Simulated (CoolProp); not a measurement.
A simple Rankine cycle with water: condensing at 293.15 K, boiler at 10.9 MPa, turbine inlet 595.3 K, turbine efficiency 0.7, pump efficiency 0.8, no recuperator. Each further row changes one setting.

Values from CoolProp's reference Helmholtz-energy equation of state, Wagner 2002.

```tsv
case	thermal efficiency (%)	net work (kJ/kg)	heat in (kJ/kg)	turbine exit temperature (K)	volume ratio over the turbine
as stated	28.6	756	2650	293.1	2640
turbine inlet 615.3 K	28.9	796	2760	293.1	2410
condensing temperature 285.15 K	29.3	786	2680	285.1	4260
boiler pressure 7.63 MPa	28.2	791	2810	293.1	1650
turbine efficiency 0.6	24.4	646	2650	293.1	2790
```

The expansion ends wet for: as stated; turbine inlet 615.3 K; condensing temperature 285.15 K; boiler pressure 7.63 MPa; turbine efficiency 0.6.
